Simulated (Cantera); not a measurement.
Charge: 1 mol borazine, a varied amount of H₂O, 31 mol H₂, equilibrated at 848 K and 1.33 mbar.

Method: chemical equilibrium by Gibbs-energy minimisation in Cantera with the NASA 1993 tables (ideal gas, pure condensed phases). Candidate condensed phases: B, BN, B₂O₃, B₃O₃H₃, H₂O; 39 gas species. The feed counts by its element totals alone. Equilibrium is a limit: real reactors are often held back by kinetics, nucleation or transport.

### Question
Which condensed phases are stable at each of these points (n(H₂O) (mol)): 0.058, 0.088, 0.14, 0.21, 0.32, 0.48, 0.74, 1.1, 1.7, 2.6, 4, 6.1?

### Answer
```
n(H₂O) (mol)  condensed phases  B condensed (%)
------------  ----------------  ---------------
0.058          BN(s) + B₂O₃(l)            100.0
0.088          BN(s) + B₂O₃(l)            100.0
0.14           BN(s) + B₂O₃(l)            100.0
0.21           BN(s) + B₂O₃(l)            100.0
0.32           BN(s) + B₂O₃(l)            100.0
0.48           BN(s) + B₂O₃(l)            100.0
0.74           BN(s) + B₂O₃(l)            100.0
1.1            BN(s) + B₂O₃(l)            100.0
1.7            BN(s) + B₂O₃(l)            100.0
2.6            BN(s) + B₂O₃(l)            100.0
4              BN(s) + B₂O₃(l)            100.0
6.1                    B₂O₃(l)             99.9
```

From 0.058 mol H₂O to 4 mol H₂O the condensed part is BN(s) + B₂O₃(l). At 6.1 mol H₂O the condensed part is B₂O₃(l).
